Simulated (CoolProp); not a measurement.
Nitrogen at 293.15 K and 2.13 MPa flows at 8.6 m/s in a round tube of 6 mm bore and 0.25 µm roughness, fully developed (64/Re and Nu = 3.66 if laminar; Colebrook and Gnielinski if turbulent). Each further row changes one setting.

The numbers come from the reference Helmholtz-energy equation of state, Span 2000 in CoolProp.

```json
[
 {"case": "as stated", "Reynolds number": "70900", "Darcy friction factor": "0.0195", "pressure drop (Pa/m)": "…", "heat-transfer coefficient (W/(m² K))": "621", "mass flow (kg/h)": "21.5"},
 {"case": "velocity 17.2 m/s", "Reynolds number": "142000", "Darcy friction factor": "0.0170", "pressure drop (Pa/m)": "10300", "heat-transfer coefficient (W/(m² K))": "1080", "mass flow (kg/h)": "…"},
 {"case": "diameter 12 mm", "Reynolds number": "142000", "Darcy friction factor": "0.0169", "pressure drop (Pa/m)": "…", "heat-transfer coefficient (W/(m² K))": "…", "mass flow (kg/h)": "86.1"}
]
```

**Question.** Complete the blanks.

**Answer.** 
- as stated, pressure drop (Pa/m): 2960
- velocity 17.2 m/s, mass flow (kg/h): 43.0
- diameter 12 mm, pressure drop (Pa/m): 1280
- diameter 12 mm, heat-transfer coefficient (W/(m² K)): 535

Viscosity comes from a separate model (Lemmon 2004). Thermal conductivity comes from a separate model (Lemmon 2004).
